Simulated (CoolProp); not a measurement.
Vapour-liquid equilibrium of carbon dioxide (1) + hydrogen sulfide (2) at -48.75 °C; x and y are mole fractions of (1).

Model: multi-fluid Helmholtz-energy mixture model, Span 1996 and Lemmon 2006; pair parameters Kunz 2012, in CoolProp.

Problem. Give the bubble pressure and the first vapour's composition at x = 0.2, 0.8, 0.95. Is there an azeotrope?

Solution. x = 0.2: 4.260 bar, y = 0.643; x = 0.8: 6.764 bar, y = 0.884; x = 0.95: 7.099 bar, y = 0.962. No azeotrope shows between x = 0.05 and 0.95.

Pair parameters are fitted to limited data, so mixtures are less certain than the pure fluids.
